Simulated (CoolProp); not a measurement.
Dimethyl carbonate at several states: Z from the reference equation and from simpler models built on Tc = 557.0 K, pc = 4.909 MPa, ω = 0.346; each cubic takes its own stable root.

Values from CoolProp's reference Helmholtz-energy equation of state, Zhou 2011.

```csv
T (K),p (MPa),phase,reference,Soave-Redlich-Kwong,Peng-Robinson
349.5,0.0439,gas,0.9859,0.9869,0.9864
510.9,0.13,gas,0.9879,0.9878,0.9867
383.3,0.0437,gas,0.9897,0.9900,0.9896
379.2,12.1,liquid,0.3564,0.3957,0.3513
479.6,0.243,gas,0.9719,0.9715,0.9694
```
